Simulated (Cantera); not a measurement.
An isothermal, constant-pressure homogeneous reactor starts with 3.20 % H2, 35.2 % O2, 56.3 % N2, 5.28 % H2O, at 1350 K and 2.40 Torr.

Model: GRI-Mech 3.0 (53 species, 325 reactions), integrated in Cantera. Radical loss at walls, strong at low pressure, is not modelled.

x: mole fraction; the columns are a selection and need not sum to one.

```
t (s)         x H2   x O2     x NO       x O    x H2O2     x N2O
--------  --------  -----  -------  --------  --------  --------
1.00e-6     0.0320  0.352   <1e-12    <1e-12    <1e-12    <1e-12
4.06e-6     0.0320  0.352   <1e-12    <1e-12    <1e-12    <1e-12
1.65e-5     0.0320  0.352   <1e-12  1.51e-11    <1e-12    <1e-12
6.69e-5     0.0320  0.352   <1e-12  2.31e-10    <1e-12    <1e-12
0.000271    0.0320  0.352   <1e-12   3.02e-9  2.92e-12    <1e-12
0.00110     0.0320  0.352   <1e-12   3.91e-8  4.59e-11    <1e-12
0.00447     0.0320  0.352   <1e-12   5.91e-6  6.34e-10    <1e-12
0.0182     0.00193  0.329  7.81e-9    0.0167   1.92e-8  6.37e-10
0.0737     0.00183  0.330  6.71e-8    0.0161   1.90e-8   1.38e-9
0.299      0.00157  0.331  2.57e-7    0.0137   1.85e-8   1.48e-9
1.21      0.000891  0.336  5.92e-7   0.00752         …   1.90e-9
4.93      0.000183  0.340  7.50e-7   0.00151         …   3.26e-9
20.0       1.76e-5  0.341  7.80e-7  0.000144         …   5.00e-9
```

Problem. What belongs in the gaps?

Solution. 
- 1.21, x H2O2: 1.61e-8
- 4.93, x H2O2: 8.51e-9
- 20.0, x H2O2: 2.31e-9
